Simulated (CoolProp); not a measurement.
The numbers come from the reference Helmholtz-energy equation of state, Lemmon 2006 in CoolProp. It is a short technical equation, of lower accuracy than the large ones.

Problem. Give the vapour pressure (MPa), vapour density (kg/m³), enthalpy of vaporisation (kJ/kg), liquid cp (kJ/(kg K)) of saturated CH3F (R41) at 178.2, 187, 204.6 K.

Solution. 
```json
[
 {"T (K)": "178.2", "p (MPa)": "0.0369", "vapour density (kg/m³)": "0.867", "enthalpy of vaporisation (kJ/kg)": "510", "liquid cp (kJ/(kg K))": "2.06"},
 {"T (K)": "187", "p (MPa)": "0.0646", "vapour density (kg/m³)": "1.46", "enthalpy of vaporisation (kJ/kg)": "498", "liquid cp (kJ/(kg K))": "2.06"},
 {"T (K)": "204.6", "p (MPa)": "0.169", "vapour density (kg/m³)": "3.59", "enthalpy of vaporisation (kJ/kg)": "474", "liquid cp (kJ/(kg K))": "2.09"}
]
```
